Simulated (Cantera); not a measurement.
# SiCl4 + H2 (chlorosilane synthesis and conversion)

Charge: 1 mol SiCl4, 3.5 mol H2, held at 1248 K and 5.30 bar.

Equilibrium computed with Cantera from the NASA thermochemical tables; the gas is ideal and each condensed phase is pure. Candidate condensed phases: Si; 19 gas species. The tables' values for SiCl3 are old estimates; treat these amounts as uncertain. Rates play no part.

The x(H2) is 0.708. The x(SiCl4) comes out as 0.155, the x(HCl) is 0.0704 and the x(SiHCl3) comes out as 0.0550. The x(SiCl3) comes out as 0.00629 and the x(SiH2Cl2) is 0.00265. The x(SiCl2) comes out as 0.00184. The x(SiH3Cl) is 3.54e-5 and the gas amount comes out as 4.523 mol. The log10 activity of Si(s) (absent) is -0.98.
